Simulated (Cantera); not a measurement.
What does this Cantera script print?

```python
import numpy as np
import cantera as ct

gas_names = """
    SF4
""".split()
cond_names = """
    S(cr1) S(cr2) S(L) CaF2(a) CaF2(b) CaF2(L) Ca(a) Ca(b) Ca(L)
""".split()


def load(file, names, dense=False):
    # The tables refer to 1 bar. Condensed volumes are neglected.
    table = {s.name: s for s in ct.Species.list_from_file(file)}
    out = []
    for n in names:
        d = dict(table[n].input_data)
        d["thermo"] = dict(d["thermo"], **{"reference-pressure": 1e5})
        if dense:
            d["equation-of-state"] = {"model": "constant-volume", "density": "1e6 g/cm^3"}
        out.append(ct.Species.from_dict(d))
    return out


species = {s.name: s for s in load("nasa_gas.yaml", gas_names) + load("nasa_condensed.yaml", cond_names)}
# Each term lists the table entries of one substance; the one whose range holds T is used.
reactions = {
    'S + 2 CaF2 = 2 Ca + SF4(g)':
        [(-1, ['S(cr1)', 'S(cr2)', 'S(L)']), (-2, ['CaF2(a)', 'CaF2(b)', 'CaF2(L)']), (2, ['Ca(a)', 'Ca(b)', 'Ca(L)']), (1, ['SF4'])],
}


def pick(names, T):
    return next(species[n] for n in names if species[n].thermo.min_temp <= T <= species[n].thermo.max_temp)


results = []
for label, terms in reactions.items():
    print(label)
    print("     T/K   dH/kJ  dS/(J/K)   dG/kJ   log10 K")
    for T in [300, 398, 498, 598, 698, 798, 898, 998]:
        used = [(nu, pick(names, T)) for nu, names in terms]
        dH = sum(nu * s.thermo.h(T) for nu, s in used) / 1e6
        dS = sum(nu * s.thermo.s(T) for nu, s in used) / 1e3
        dG = dH - T * dS / 1e3
        logK = -dG * 1e6 / (ct.gas_constant * T * np.log(10))
        results.append((label, T, dH, dS, dG, logK, [s.name for _, s in used]))
        print(f"{T:8g} {dH:8.1f} {dS:8.1f} {dG:8.1f} {logK:8.2f}")
```

Output:

```
S + 2 CaF2 = 2 Ca + SF4(g)
     T/K   dH/kJ  dS/(J/K)   dG/kJ   log10 K
     300   1688.6    215.3   1624.0  -282.75
     398   1683.3    200.6   1603.4  -210.43
     498   1678.9    190.9   1583.9  -166.12
     598   1675.0    183.7   1565.1  -136.71
     698   1672.0    179.0   1547.0  -115.77
     798   1670.6    177.3   1529.1  -100.09
     898   1666.5    172.5   1511.6   -87.93
     998   1662.1    167.8   1494.6   -78.23
```

Source: NASA polynomial tables (part measured, part estimated), evaluated in Cantera. Condensed species are held in their standard states even where they would react or evaporate.
